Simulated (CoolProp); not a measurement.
A single-stage vapour-compression cycle with R11: evaporating at 303.15 K (dew point), condensing at 352.15 K (bubble point), superheat 0 K, subcooling 5 K, compressor efficiency 0.6, no pressure losses. Each further row changes one setting.

Values from CoolProp's reference Helmholtz-energy equation of state, Jacobsen 1992.

```json
[
 {"case": "as stated", "cooling COP": "3.22", "pressure ratio": "4.05", "discharge temperature (K)": "379.9", "refrigerating effect (kJ/kg)": "139", "volumetric capacity (kJ/m³)": "995"},
 {"case": "evaporating temperature 308.15 K", "cooling COP": "(withheld)", "pressure ratio": "3.44", "discharge temperature (K)": "376.3", "refrigerating effect (kJ/kg)": "141", "volumetric capacity (kJ/m³)": "(withheld)"},
 {"case": "condensing temperature 347.15 K", "cooling COP": "3.67", "pressure ratio": "3.59", "discharge temperature (K)": "372.9", "refrigerating effect (kJ/kg)": "(withheld)", "volumetric capacity (kJ/m³)": "1030"},
 {"case": "subcooling 10 K", "cooling COP": "3.33", "pressure ratio": "4.05", "discharge temperature (K)": "379.9", "refrigerating effect (kJ/kg)": "143", "volumetric capacity (kJ/m³)": "1030"},
 {"case": "superheat 10 K", "cooling COP": "3.24", "pressure ratio": "4.05", "discharge temperature (K)": "391.6", "refrigerating effect (kJ/kg)": "145", "volumetric capacity (kJ/m³)": "1000"},
 {"case": "compressor efficiency 0.5", "cooling COP": "2.69", "pressure ratio": "4.05", "discharge temperature (K)": "392.7", "refrigerating effect (kJ/kg)": "139", "volumetric capacity (kJ/m³)": "995"}
]
```

Question: Complete the blanks.

Answer: 
- evaporating temperature 308.15 K, cooling COP: 3.71
- evaporating temperature 308.15 K, volumetric capacity (kJ/m³): 1180
- condensing temperature 347.15 K, refrigerating effect (kJ/kg): 144
